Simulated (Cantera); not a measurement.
An isothermal, constant-pressure homogeneous reactor starts with CH₄ : H₂ : N₂ = 0.031 : 1 : 0.017 (molar parts), at 1925 K and 23000 Pa. Integrator tolerance rtol = 1e-08.

Detailed kinetics in Cantera: GRI-Mech 3.0 (53 species, 325 reactions). GRI-Mech 3.0 stops at C3 and has no aromatics, soot or wall deposition, so with more carbon than oxygen in the feed, carbon stays in small species such as C2H2 where larger ones or solid carbon would form.

**Question.** What does this change do: temperature 1925 to 1250 K?

**Answer.** 
| quantity | before | after |
|---|---|---|
| x(CH₄) at 30.0 s | 0.000629 (gas-phase equilibrium 0.000541) | 0.0295 (gas-phase equilibrium 0.0291) |
| x(H₂) at 30.0 s | 0.968 (gas-phase equilibrium 0.968) | 0.954 (gas-phase equilibrium 0.954) |
| x(C₂H₂) at 30.0 s | 0.0140 (gas-phase equilibrium 0.0104) | 1.48e-5 (gas-phase equilibrium 3.93e-5) |
| x(CH₃) at 30.0 s | 2.55e-5 (gas-phase equilibrium 2.20e-5) | 5.60e-7 (gas-phase equilibrium 5.85e-7) |
| x(H) at 30.0 s | 0.00198 (gas-phase equilibrium 0.00198) | 9.35e-7 (gas-phase equilibrium 9.91e-7) |

**Question.** What does this change do: 0.031 parts H2O added?

**Answer.** 
```tsv
quantity	before	after
x(CH₄) at 30.0 s	0.000629 (gas-phase equilibrium 0.000541)	0.000119 (gas-phase equilibrium 2.49e-6)
x(H₂) at 30.0 s	0.968 (gas-phase equilibrium 0.968)	0.956 (gas-phase equilibrium 0.956)
x(C₂H₂) at 30.0 s	0.0140 (gas-phase equilibrium 0.0104)	0.000333 (gas-phase equilibrium 2.28e-7)
x(CH₃) at 30.0 s	2.55e-5 (gas-phase equilibrium 2.20e-5)	4.88e-6 (gas-phase equilibrium 1.02e-7)
x(H) at 30.0 s	0.00198 (gas-phase equilibrium 0.00198)	0.00196 (gas-phase equilibrium 0.00196)
```
